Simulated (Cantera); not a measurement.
Input (Python, Cantera) and output of one run.

```python
import numpy as np
import cantera as ct

gas_names = """
    B BH BH2 BH3 BN BO BO2 B2 B2O B2O2 B2O3 B3O3H3 H HBO HBO2 HNO HNO2 HNO3 HO2 H2 H2O H2O2 H3B3O6 N NH
    NH2 NH3 NH2OH NO NO2 NO3 N2 N2H2 N2H4 N2O O OH O2 O3
""".split()
cond_names = """
    B(b) B(L) BN(s) B2O3(L) B3O3H3(cr) H2O(s) H2O(L)
""".split()


# ... load() reads the species with a 1 bar reference pressure and builds the phases ...
atoms = {
    'B': {'B': 1},
    'H2O': {'H': 2, 'O': 1},
    'N2': {'N': 2},
}
top_T = {'BN(s)': 3200}  # K; cautious upper limits of use, not melting points


# ... equilibrate(T, P, feed) seeds the gas with the atoms and calls Mixture.equilibrate('TP', solver="vcs", rtol=1e-11, max_steps=5000) ...
results = []
feed = {'B': 1, 'H2O': 0.14, 'N2': 8.5}  # mol
T = 1550  # K
P = 1000  # Pa
mix = equilibrate(T, P, feed)
results.append((T, P, feed, dict(zip(mix.species_names, mix.species_moles))))
print(gas.report(threshold=0.001))
for i in range(1, mix.n_phases):
    print(f"{mix.phase(i).name:16s} {mix.phase_moles(i):12.5e} mol")
```

Result:

```
       temperature   1550 K
          pressure   1000 Pa
           density   0.0021577 kg/m^3
  mean mol. weight   27.807 kg/kmol
   phase of matter   gas

                          1 kg             1 kmol
                     ---------------   ---------------
          enthalpy         1.289e+06        3.5842e+07  J
   internal energy        8.2549e+05        2.2954e+07  J
           entropy             10153        2.8234e+05  J/K
    Gibbs function       -1.4449e+07       -4.0178e+08  J
 heat capacity c_p            1267.9             35255  J/K
 heat capacity c_v            968.85             26941  J/K

                      mass frac. Y      mole frac. X     chem. pot. / RT
                     ---------------   ---------------   ---------------
              B2O3          0.010549         0.0042136           -117.39
              HBO2         0.0023965         0.0015209            -88.92
                H2         0.0011468          0.015818           -27.451
                N2           0.98461           0.97733           -30.742
     [  +35 minor]         0.0012968          0.001119

B(b)              0.00000e+00 mol
BN(s)             9.07403e-01 mol
B2O3(L)           0.00000e+00 mol
B3O3H3(cr)        0.00000e+00 mol
```

These are equilibrium values from Cantera (NASA tables, ideal gas, pure condensed phases), not measurements of a reactor.
